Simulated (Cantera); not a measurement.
**Si + F₂ + H₂ (silicon etching in halogen gases)**

A closed system holds: 1 mol Si, 3.6 mol F₂, 2.9 mol H₂, at 698.15 K and 1.00 bar.

Equilibrium computed with Cantera from the NASA thermochemical tables; the gas is ideal and each condensed phase is pure. Candidate condensed phases: Si; 25 gas species. The numbers say what is thermodynamically allowed, not how fast it happens.

```json
{
  "x(HF)": "0.582",
  "x(H₂)": "0.236",
  "x(SiF₄)": "0.182",
  "x(H₂F₂)": "6.19e-5",
  "gas_amount": "5.500 mol",
  "log10 activity of Si(s) (absent)": "-31.48"
}
```
